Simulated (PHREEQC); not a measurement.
Synthetic water in mg/L, 25 °C, pH 6.99, pe 12.3: Na 131; K 23.3; Ca 135; Mg 119; Cl 577; S(6) as SO4 112; Alkalinity as HCO3 293; Cu(2) 42; Si as SiO2 21.

Valence states are taken as typed.

Model: ion-association model, wateq4f.dat, run in PHREEQC.

**Question.** The ionic strength comes out as 0.0304 mol/kgw. What activity coefficients do Cu+2, NaSO4-, Na+, CaHCO3+, Ca+2 get?

**Answer.** Cu+2 0.54, NaSO4- 0.86, Na+ 0.85, CaHCO3+ 0.86, Ca+2 0.53.

Precipitation was switched off in this run. The solution is supersaturated, for example in Malachite, Atacamite, so a real one may precipitate; this is no full list. The database's constant for dissolved Cu(OH)2 is higher than later reviews accept.
